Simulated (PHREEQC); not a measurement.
Solution (20 °C): 0.27 mol NH3 and 0.00032 mol KH2PO4 per kg of water. Closed to the air; pH follows from the charge balance.

Model: ion-association model, wateq4f.dat, run in PHREEQC.

The pH is 11.46 and the ionic strength comes out as 0.00318 mol/kgw. The total alkalinity comes out as 270 meq/kg.

| species | molality | activity | log γ |
|---|---|---|---|
| NH3 | 0.268 | 0.268 | 0.000 |
| NH4+ | 0.00246 | 0.00231 | -0.027 |
| OH- | 0.00209 | 0.00197 | -0.027 |
| K+ | 0.000320 | 0.000301 | -0.027 |
| HPO4-2 | 0.000276 | 0.000217 | -0.104 |
| PO4-3 | 4.42e-5 | 2.57e-5 | -0.235 |
| KHPO4- | 1.35e-7 | 1.27e-7 | -0.026 |
| H2PO4- | 1.31e-8 | 1.23e-8 | -0.026 |

No solid was allowed to form. H3PO4, which wateq4f.dat lacks, is added to it with the constant of phreeqc.dat.
